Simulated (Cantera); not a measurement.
Mixture: 5.41 % CH₄, 0.428 % C₂H₆, 3.14 % C₃H₈, 23.3 % O₂, 67.7 % N₂, at 5.00 bar, adiabatic and at constant volume. Ignition delay is the time to a rise of 400 K.

Model: GRI-Mech 3.0 (53 species, 325 reactions), integrated in Cantera. GRI-Mech 3.0 was tuned for natural gas; its chemistry of propane as a main component is partial and can be far from experiment.

### Question
At T0 = 1450 K, what is the delay, and which 5 reactions control it most (d ln τ / d ln k, from doubling and halving each rate constant)?

### Answer
The delay is 50.3 µs.
| reaction | d ln τ / d ln k | faster rate |
|---|---|---|
| C2H5 + CH3 (+M) <=> C3H8 (+M) | -0.49 | shortens it |
| CH3 + HO2 <=> CH3O + OH | -0.34 | shortens it |
| H + O2 <=> O + OH | -0.28 | shortens it |
| 2 CH3 (+M) <=> C2H6 (+M) | 0.25 | lengthens it |
| C3H8 + H <=> C3H7 + H2 | 0.19 | lengthens it |
